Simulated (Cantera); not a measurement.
A diamond (100) surface in a fixed gas of H2 with x(CH4) = 0.02, x(H) = 0.017, at 1350 K, 15.8 Torr; coverages are run to steady state.

Model: the Harris–Goodwin 1993 mechanism for the reconstructed diamond (100) surface, integrated in Cantera.

One state of this run: growth (µm/h) = 0.0106; θ c6HH = 0.352; θ c6H* = 0.0546; θ c6*H = 0.538; θ c6** = 0.0553; θ c6HM = 8.30e-7. θ: site fractions in the mechanism's names (c6HH fully hydrogenated, c6H* and c6*H radical sites, c6** diradical, c6HM methylated).

Task: Which value of x(CH3) does it belong to?
(A) 1.9e-05
(B) 2.1e-06
(C) 9.3e-06
(D) 4.1e-05

Result: B, 2.1e-06
